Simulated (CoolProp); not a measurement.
Vapour-liquid equilibrium of propylene (1) + acetone (2) at 0.26 MPa; x and y are mole fractions of (1).

The numbers come from the multi-fluid Helmholtz-energy mixture model, Lemmon 2013 and Lemmon 2006; pair parameters Bell 2016 in CoolProp.

Give the bubble temperature and the first vapour's composition at x = 0.5, 0.65, 0.95. Is there an azeotrope?

x = 0.5: -17.2 °C, y = 0.989; x = 0.65: -18.8 °C, y = 0.991; x = 0.95: -23.2 °C, y = 0.997. No azeotrope shows between x = 0.05 and 0.95.

Pair parameters are fitted to limited data, so mixtures are less certain than the pure fluids. With so large a gap from Raoult's law the liquid may split in two, which this calculation doesn't test in full.
